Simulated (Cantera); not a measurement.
A closed system holds: 1 mol (CH3)2SiCl2, a varied amount of H2, at 1825 °C and 1.00 bar.

Cantera equilibrium calculation (NASA polynomials, part measured and part estimated; ideal gas, pure solids and liquids). Candidate condensed phases: C, C6H6, C7H8, C8H18, Si, SiC; 109 gas species. The feed counts by its element totals alone. Gases not in the tables: Si2H6 and higher silanes. Rates play no part.

Task: What share of the Si ends up in condensed phases as a function of n(H2) (mol), at 1.4, 2.2, 3.3, 4.9, 7.3, 11, 16, 25, 37, 55, 83, 120?

Result: 
```tsv
n(H2) (mol)	Si condensed (%)	as
1.4	85.5	SiC(s)
2.2	87.6	SiC(s)
3.3	89.6	SiC(s)
4.9	91.6	SiC(s)
7.3	93.5	SiC(s)
11	95.2	SiC(s)
16	96.4	SiC(s)
25	97.5	SiC(s)
37	98.2	SiC(s)
55	98.6	SiC(s)
83	98.9	SiC(s)
120	99.0	SiC(s)
```
